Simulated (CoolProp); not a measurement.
Properties of neopentane along the isobar 1.19 MPa (Tc = 433.7 K, pc = 3.196 MPa, ω = 0.196).

Values from CoolProp's reference Helmholtz-energy equation of state, Lemmon 2006. It is a short technical equation, of lower accuracy than the large ones.

```tsv
T (K)	phase	density (kg/m³)	cv (kJ/(kg K))
276.2	liquid	609.5	1.625
306.6	liquid	[?]	1.757
337.1	liquid	539.8	1.890
367.5	liquid	[?]	2.025
397.9	gas	[?]	[?]
428.3	gas	[?]	2.215
458.7	gas	25.38	[?]
489.2	gas	23.18	2.450
519.6	gas	[?]	2.567
550	gas	19.93	[?]
```

Q: Fill in the missing entries.

A: 
- 306.6, density (kg/m³): 576.8
- 367.5, density (kg/m³): 494.8
- 397.9, density (kg/m³): 32.32
- 397.9, cv (kJ/(kg K)): 2.106
- 428.3, density (kg/m³): 28.25
- 458.7, cv (kJ/(kg K)): 2.332
- 519.6, density (kg/m³): 21.41
- 550, cv (kJ/(kg K)): 2.682
